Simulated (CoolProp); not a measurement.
The numbers come from the reference Helmholtz-energy equation of state, Lemmon 2006 in CoolProp. It is a short technical equation, of lower accuracy than the large ones.

Question: Give the vapour pressure (MPa), liquid density (kg/m³), enthalpy of vaporisation (kJ/kg) of saturated carbon monoxide at 118.6 K.

Answer: 
```csv
T (K),p (MPa),liquid density (kg/m³),enthalpy of vaporisation (kJ/kg)
118.6,1.74,586,134
```
